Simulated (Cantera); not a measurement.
Input: 1 mol Fe2O3, 1.1 mol CH4, 0.12 mol N2, 1.2 mol C, equilibrated at 1198.15 K and 17.0 Pa.

Method: chemical equilibrium by Gibbs-energy minimisation in Cantera with the NASA 1993 tables (ideal gas, pure condensed phases). Candidate condensed phases: C, C6H6, C7H8, C8H18, Fe, Fe(CO)5, FeO, Fe(OH)2, Fe(OH)3, Fe2O3, Fe3O4, H2O; 140 gas species. Equilibrium is a limit: real reactors are often held back by kinetics, nucleation or transport.

Base state: CO 0.430, H2 0.392, H2O 0.0840, CO2 0.0675, N2 0.0260 (mole fractions); condensed: Fe(γ).

**Question.** What changes in the equilibrium state with this change: temperature from 1198.15 K to 1598 K?

**Answer.** 
```
species      before    after
----------  -------  -------
CO            0.430    0.450
H2            0.392    0.365
H2O          0.0840    0.106
CO2          0.0675   0.0438
N2           0.0260   0.0258
Fe          2.74e-7  0.00621
FeO           <1e-9  1.07e-5
OH          1.55e-8  2.80e-5
H           9.16e-6  0.00247
Fe(γ), mol     2.00     1.97
```
